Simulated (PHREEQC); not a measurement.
Spent oxide etchant

A solution holds 0.062 mol NH4HF2, 0.0091 mol H2SiF6, 0.045 mol H3BO3 and 0.00048 mol HCl per kg of water, at 20 °C. Closed to the air; pH follows from the charge balance.

The numbers come from PHREEQC with the ion-association model, phreeqc.dat.

No solid was allowed to form.

Estimate the pH, ionic strength.

pH 4.01; ionic strength 0.0712 mol/kgw.

In which forms is F present?

BF4- 47 %, SiF6-2 30 %, BF3OH- 9.6 %, F- 6.4 %, BF2(OH)2- 6.0 %, HF 0.7 % of the F.

SiF6-2 is the database's only silicon fluoride. Real BF4- forms and hydrolyses slowly; the run takes it at equilibrium.
